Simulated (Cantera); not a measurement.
**Stirred combustor or abatement burner**

A perfectly stirred reactor is fed with CH4 : O2 : N2 = 1 : 4.55 : 17.1 (molar parts), equivalence ratio 0.44, at 1.00 bar; it is adiabatic with a 575 K inlet, and is followed from long to short residence time, starting on the burning branch (τ in s: 0.032, 0.016, 0.0076, 0.0037, 0.0018, 0.00089, 0.00044, 0.00021, 0.0001, 5.1e-05, 2.5e-05).

Cantera simulation using GRI-Mech 3.0 (53 species, 325 reactions); the numbers are that mechanism's predictions, not measurements.

| τ (s) | T (K) | x CH4 | x O2 | x CH3 | x HCN | x CH2CO |
|---|---|---|---|---|---|---|
| 0.032 | 1576 | 3.93e-5 | 0.113 | 5.30e-6 | 1.56e-9 | 8.38e-9 |
| 0.016 | 1571 | 6.14e-5 | 0.113 | 7.74e-6 | 1.89e-9 | 1.39e-8 |
| 0.0076 | 1562 | 0.000100 | 0.113 | 1.16e-5 | 2.54e-9 | 2.36e-8 |
| 0.0037 | 1548 | 0.000165 | 0.114 | 1.73e-5 | 3.76e-9 | 4.05e-8 |
| 0.0018 | 1526 | 0.000283 | 0.115 | 2.68e-5 | 6.04e-9 | 7.67e-8 |
| 0.00089 | 1489 | 0.000538 | 0.117 | 4.46e-5 | 1.01e-8 | 1.81e-7 |
| 0.00044 | 575 | 0.0442 | 0.201 | <1e-12 | <1e-12 | <1e-12 |
| 0.00021 | 575 | 0.0442 | 0.201 | <1e-12 | <1e-12 | <1e-12 |
| 0.00010 | 575 | 0.0442 | 0.201 | <1e-12 | <1e-12 | <1e-12 |
| 5.1e-5 | 575 | 0.0442 | 0.201 | <1e-12 | <1e-12 | <1e-12 |
| 2.5e-5 | 575 | 0.0442 | 0.201 | <1e-12 | <1e-12 | <1e-12 |
x: mole fraction; the columns are a selection and need not sum to one.
